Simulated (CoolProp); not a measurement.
Ethanol at several states: fugacity coefficient from the reference equation and from simpler models built on Tc = 514.7 K, pc = 6.268 MPa, ω = 0.644; each cubic takes its own stable root.

Computed with CoolProp (reference Helmholtz-energy equation of state, Schroeder 2014).

```json
[
 {"T (K)": "427.6", "p (MPa)": "20.6", "phase": "liquid", "reference": "0.06786", "Redlich-Kwong": "0.1285", "Soave-Redlich-Kwong": "0.07494", "Peng-Robinson": "0.07026"},
 {"T (K)": "573.4", "p (MPa)": "2.16", "phase": "gas", "reference": "0.9397", "Redlich-Kwong": "0.9161", "Soave-Redlich-Kwong": "0.9278", "Peng-Robinson": "0.9171"},
 {"T (K)": "322.8", "p (MPa)": "0.0271", "phase": "gas", "reference": "0.9871", "Redlich-Kwong": "0.9947", "Soave-Redlich-Kwong": "0.9927", "Peng-Robinson": "0.9925"},
 {"T (K)": "299.2", "p (MPa)": "9.38", "phase": "liquid", "reference": "0.001106", "Redlich-Kwong": "0.01253", "Soave-Redlich-Kwong": "0.001061", "Peng-Robinson": "0.001146"}
]
```
